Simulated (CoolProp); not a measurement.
Model: reference Helmholtz-energy equation of state, Lemmon 2006, in CoolProp. It is a short technical equation, of lower accuracy than the large ones.

Q: For carbon monoxide, give the phase and the density (kg/m³), cp (kJ/(kg K)), cv (kJ/(kg K)) at 113.3 K and 1.66 bar; 113.3 K and 7.7 bar.

A: 
- 113.3 K and 1.66 bar: gas; density 5.07, cp 1.08, cv 0.753
- 113.3 K and 7.7 bar: gas; density 26.3, cp 1.32, cv 0.812
